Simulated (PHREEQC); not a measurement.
0.86 g of hydrous ferric oxide (600 m²/g; 0.2 weak and 0.005 strong sites per Fe, Dzombak-Morel constants, diffuse double layer) in 1 kg of water with 0.05 mol/kgw of an inert sodium salt and 0.00028 mol/kgw Na2SO4, at 25 °C; the pH is set by adding NaOH or the inert anion's acid. O2 is buffered at 0.21 atm. The system is closed to CO2. No solid was allowed to form.

Base run: PHREEQC, ion-association model, wateq4f.dat. Each further column changes one thing. The table gives surface charge σ (C/m²).

| pH | base | background salt from 0.05 to 0.005 mol/kgw | oxide from 0.86 to 4.3 g/kgw | 0.002 mol/kgw CaCl2 added |
|---|---|---|---|---|
| 4 | 0.216 | 0.137 | 0.281 | 0.220 |
| 4.38 | 0.186 | 0.105 | 0.242 | 0.191 |
| 5.12 | 0.122 | 0.057 | 0.160 | 0.127 |
| 5.5 | 0.094 | 0.040 | 0.123 | 0.098 |
| 6.25 | 0.056 | 0.020 | 0.067 | 0.059 |
| 6.62 | 0.043 | 0.015 | 0.048 | 0.046 |
| 7.38 | 0.020 | 0.007 | 0.020 | 0.023 |
| 7.75 | 0.009 | 0.003 | 0.009 | 0.013 |
| 8.5 | -0.011 | -0.004 | -0.011 | 0.002 |
| 8.88 | -0.022 | -0.008 | -0.022 | 0.000 |
| 9.62 | -0.053 | -0.022 | -0.053 | -0.002 |
| 10 | -0.075 | -0.033 | -0.075 | -0.003 |
